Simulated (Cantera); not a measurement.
A closed system holds: 1 mol Fe2O3, 1.3 mol H2O, 0.32 mol H2, at 0.0100 bar.

Equilibrium computed with Cantera from the NASA thermochemical tables; the gas is ideal and each condensed phase is pure. Candidate condensed phases: Fe, FeO, Fe(OH)2, Fe(OH)3, Fe2O3, Fe3O4, H2O; 12 gas species. Mutual solubility and eutectic melting of coexisting phases are not modelled. Kinetics and transport are ignored.

Q: Which condensed phases are stable at each of these points (T (K)): 875, 925, 975, 1025, 1075, 1125, 1175, 1225, 1275, 1325, 1375, 1425?

A: 
| T (K) | condensed phases | Fe condensed (%) |
|---|---|---|
| 875 | Fe2O3(s) + Fe3O4(s) | 100.0 |
| 925 | Fe2O3(s) + Fe3O4(s) | 100.0 |
| 975 | Fe2O3(s) + Fe3O4(s) | 100.0 |
| 1025 | Fe2O3(s) + Fe3O4(s) | 100.0 |
| 1075 | Fe2O3(s) + Fe3O4(s) | 100.0 |
| 1125 | Fe2O3(s) + Fe3O4(s) | 100.0 |
| 1175 | Fe2O3(s) + Fe3O4(s) | 100.0 |
| 1225 | Fe2O3(s) + Fe3O4(s) | 100.0 |
| 1275 | Fe2O3(s) + Fe3O4(s) | 100.0 |
| 1325 | Fe2O3(s) + Fe3O4(s) | 100.0 |
| 1375 | Fe3O4(s) | 100.0 |
| 1425 | Fe3O4(s) | 100.0 |

From 875 K to 1325 K the condensed part is Fe2O3(s) + Fe3O4(s). From 1375 K to 1425 K the condensed part is Fe3O4(s).
